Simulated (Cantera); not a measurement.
Feed: 1 mol SiC, 0.42 mol CO2, 120 mol H2, at 1725 K and 1.00 Torr.

Method: chemical equilibrium by Gibbs-energy minimisation in Cantera with the NASA 1993 tables (ideal gas, pure condensed phases). Candidate condensed phases: C, C6H6, C7H8, C8H18, H2O, Si, SiC, SiO2; 123 gas species. Rates play no part.

Base state: H2 0.988, CO 0.00526, H 0.00506, SiO 0.00168, Si 0.000109 (mole fractions); condensed: SiC(s).

Q: What changes in the equilibrium state with this change: SiC replaced by Si?

A: 
| species | before | after |
|---|---|---|
| H2 | 0.988 | 0.988 |
| SiO | 0.00168 | 0.00564 |
| H | 0.00506 | 0.00505 |
| CO | 0.00526 | 0.00129 |
| Si | 0.000109 | 0.000402 |
| SiH | 5.64e-6 | 2.09e-5 |
| SiC(s), mol | 0.783 | 0.263 |
